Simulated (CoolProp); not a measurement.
A single-stage vapour-compression cycle with R113: evaporating at 317.15 K (dew point), condensing at 342.15 K (bubble point), superheat 10 K, subcooling 8 K, compressor efficiency 0.6, no pressure losses. Each further row changes one setting.

Computed with CoolProp (reference Helmholtz-energy equation of state, Marx 1992).

```
case                              cooling COP  pressure ratio  discharge temperature (K)  refrigerating effect (kJ/kg)  volumetric capacity (kJ/m³)
--------------------------------  -----------  --------------  -------------------------  ----------------------------  ---------------------------
as stated                                7.38            2.18                      355.8                           136                          873
evaporating temperature 322.15 K   (withheld)            1.84                 (withheld)                           139                   (withheld)
condensing temperature 337.15 K          9.41      (withheld)                      350.4                           141                          903
subcooling 13 K                          7.64            2.18                      355.8                           141                          903
superheat 20 K                           7.50            2.18                 (withheld)                           143                          887
compressor efficiency 0.5                6.15            2.18                      360.8                           136                          873
```

Problem. Fill in the missing entries.

Solution. 
- evaporating temperature 322.15 K, cooling COP: 9.55
- evaporating temperature 322.15 K, discharge temperature (K): 354.8
- evaporating temperature 322.15 K, volumetric capacity (kJ/m³): 1040
- condensing temperature 337.15 K, pressure ratio: 1.88
- superheat 20 K, discharge temperature (K): 366.2
